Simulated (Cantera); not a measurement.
What does this Cantera script print?

```python
import numpy as np
import cantera as ct

gas = ct.Solution("h2o2.yaml")
gas.TPX = 323, 101325, {'H2': 1, 'O2': 0.263, 'N2': 0.989}
flame = ct.FreeFlame(gas, width=0.04)
flame.set_refine_criteria(ratio=3, slope=0.08, curve=0.16)
flame.transport_model = "unity-Lewis-number"
flame.solve(loglevel=0, auto=True)
z, T = flame.grid, flame.T
thick = (T[-1] - T[0]) / np.gradient(T, z).max()
show = ['H2', 'O2', 'H2O', 'H', 'O', 'H2O2']
print(f"laminar burning velocity  {flame.velocity[0] * 100:.3f} cm/s")
print(f"burnt temperature         {T[-1]:.1f} K")
print(f"thermal thickness         {thick * 1e3:.4f} mm")
print(f"grid points               {len(z)}")
z0 = z[flame.heat_release_rate.argmax()]
print(f"{'z/mm':>9s}{'T/K':>9s}{'u/(m/s)':>9s}" + "".join(f"{s:>11s}" for s in show))
rows = []
for k in (-3, -2, -1.5, -1, -0.5, -0.25, 0, 0.25, 0.5, 1, 2, 4, 8):
    zz = z0 + k * thick
    rows.append([k * thick, np.interp(zz, z, T), np.interp(zz, z, flame.velocity),
                 *(np.interp(zz, z, flame.X[gas.species_index(s)]) for s in show)])
    print(f"{rows[-1][0] * 1e3:9.3f}{rows[-1][1]:9.1f}{rows[-1][2]:9.3f}" + "".join(f"{x:11.3e}" for x in rows[-1][3:]))
```

It prints:

```
laminar burning velocity  203.558 cm/s
burnt temperature         2090.5 K
thermal thickness         0.3251 mm
grid points               109
     z/mm      T/K  u/(m/s)         H2         O2        H2O          H          O       H2O2
   -0.975    323.0    2.036  4.440e-01  1.168e-01  2.730e-07  7.849e-15  5.499e-11  9.495e-10
   -0.650    323.0    2.036  4.440e-01  1.168e-01  5.598e-06  2.406e-13  1.175e-09  1.946e-08
   -0.488    323.3    2.038  4.440e-01  1.168e-01  3.756e-05  3.553e-12  8.064e-09  1.303e-07
   -0.325    325.9    2.054  4.438e-01  1.166e-01  3.522e-04  2.383e-10  8.210e-08  1.196e-06
   -0.163    420.5    2.634  4.347e-01  1.113e-01  1.188e-02  9.065e-06  8.930e-06  2.384e-05
   -0.081    753.4    4.624  3.966e-01  9.077e-02  5.720e-02  3.635e-03  2.063e-04  2.218e-05
    0.000   1166.7    6.980  3.100e-01  5.117e-02  1.409e-01  3.259e-02  1.516e-03  2.775e-06
    0.081   1428.4    8.405  2.288e-01  1.676e-02  2.117e-01  6.750e-02  2.202e-03  8.717e-07
    0.163   1561.3    9.102  2.021e-01  4.390e-03  2.386e-01  7.504e-02  1.577e-03  6.384e-07
    0.325   1689.9    9.753  2.026e-01  7.633e-04  2.486e-01  6.359e-02  1.019e-03  3.998e-07
    0.650   1809.0   10.338  2.121e-01  3.367e-04  2.526e-01  4.639e-02  6.290e-04  2.090e-07
    1.300   1910.5   10.826  2.206e-01  1.680e-04  2.561e-01  3.139e-02  3.263e-04  9.999e-08
    2.600   1987.1   11.188  2.270e-01  7.276e-05  2.589e-01  2.004e-02  1.446e-04  4.585e-08
```

Computed with Cantera and the H2/O2 subset of GRI-Mech 3.0, which has no nitrogen chemistry. Unity Lewis numbers drop preferential diffusion, which matters most where H2 and H carry the flame. Burning velocities carry a grid error of a few per cent, more on coarse grids.
